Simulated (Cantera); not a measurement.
Input (Python, Cantera):

```python
import numpy as np
import cantera as ct

gas = ct.Solution("gri30.yaml")
gas.TPX = 725, 100000, {'CH4': 1, 'C2H6': 0.43, 'O2': 4.55, 'N2': 17.1}
inlet = ct.Reservoir(gas, clone=True)
gas.equilibrate("HP")  # start burning
reactor = ct.IdealGasConstPressureReactor(gas, energy="on", clone=False)
exhaust = ct.Reservoir(gas, clone=True)
tau = [0.099, 0.046, 0.021, 0.0096, 0.0044, 0.002, 0.00092, 0.00042, 0.00019, 8.9e-05, 4.1e-05][0]
for a, b in ((inlet, reactor), (reactor, exhaust)):
    ct.MassFlowController(a, b, mdot=lambda t: reactor.mass / tau)
net = ct.ReactorNet([reactor])
show = ['CH4', 'C2H6', 'O2', 'OH', 'H', 'NO']

rows = []
print(f"{'tau/s':>10s}{'T/K':>9s}" + "".join(f"{s:>11s}" for s in show))
for tau in [0.099, 0.046, 0.021, 0.0096, 0.0044, 0.002, 0.00092, 0.00042, 0.00019, 8.9e-05, 4.1e-05]:
    net.initial_time = 0.0
    net.advance(30 * tau)
    before = gas.X
    net.advance(40 * tau)
    drift = np.max(np.abs(gas.X - before) / (gas.X + 1e-9))
    rows.append([gas.T, *gas[show].X, drift])
    print(f"{tau:10.3e}{gas.T:9.1f}" + "".join(f"{x:11.3e}" for x in gas[show].X))
```

It prints:

```
     tau/s      T/K        CH4       C2H6         O2         OH          H         NO
 9.900e-02   2249.0  1.182e-06  6.820e-08  4.411e-02  5.115e-03  2.888e-04  2.520e-03
 4.600e-02   2245.1  2.355e-06  1.428e-07  4.472e-02  5.393e-03  3.411e-04  1.597e-03
 2.100e-02   2235.1  4.544e-06  3.002e-07  4.534e-02  5.869e-03  4.541e-04  9.524e-04
 9.600e-03   2215.7  8.293e-06  6.167e-07  4.611e-02  6.604e-03  6.904e-04  5.627e-04
 4.400e-03   2184.7  1.459e-05  1.232e-06  4.714e-02  7.549e-03  1.145e-03  3.284e-04
 2.000e-03   2141.3  2.585e-05  2.435e-06  4.852e-02  8.550e-03  1.935e-03  1.861e-04
 9.200e-04   2088.3  4.680e-05  4.748e-06  5.023e-02  9.380e-03  3.110e-03  1.066e-04
 4.200e-04   2026.7  8.980e-05  9.502e-06  5.243e-02  9.882e-03  4.659e-03  6.285e-05
 1.900e-04   1958.0  1.882e-04  2.026e-05  5.554e-02  9.867e-03  6.301e-03  3.768e-05
 8.900e-05   1885.4  4.359e-04  4.699e-05  6.056e-02  9.085e-03  7.210e-03  2.205e-05
 4.100e-05   1767.5  1.751e-03  1.885e-04  7.479e-02  5.760e-03  5.248e-03  8.464e-06
```

Detailed kinetics in Cantera: GRI-Mech 3.0 (53 species, 325 reactions).
